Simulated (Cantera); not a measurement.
Feed: 1 mol SiH4, 0.089 mol Cl2, 130 mol H2, held at 1400 °C and 2.10 mbar.

Method: chemical equilibrium by Gibbs-energy minimisation in Cantera with the NASA 1993 tables (ideal gas, pure condensed phases). Candidate condensed phases: Si; 19 gas species. Gases not in the tables: Si2H6 and higher silanes. Equilibrium is a limit: real reactors are often held back by kinetics, nucleation or transport.

Base state: H2 0.996, H 0.00248, HCl 0.00133, Si 0.000200, SiH 1.54e-5, SiH2 1.10e-5 (mole fractions); condensed: Si(s).

Problem. What changes in the equilibrium state with this change: Cl2 from 0.089 to 0.036 mol?

Solution. 
```json
[
 {"species": "H2", "before": "0.996", "after": "0.997"},
 {"species": "H", "before": "0.00248", "after": "0.00248"},
 {"species": "HCl", "before": "0.00133", "after": "0.000540"},
 {"species": "Si", "before": "0.000200", "after": "0.000200"},
 {"species": "SiH2", "before": "1.10e-5", "after": "1.10e-5"},
 {"species": "SiH", "before": "1.54e-5", "after": "1.54e-5"},
 {"species": "Si(s), mol", "before": "0.969", "after": "0.970"}
]
```
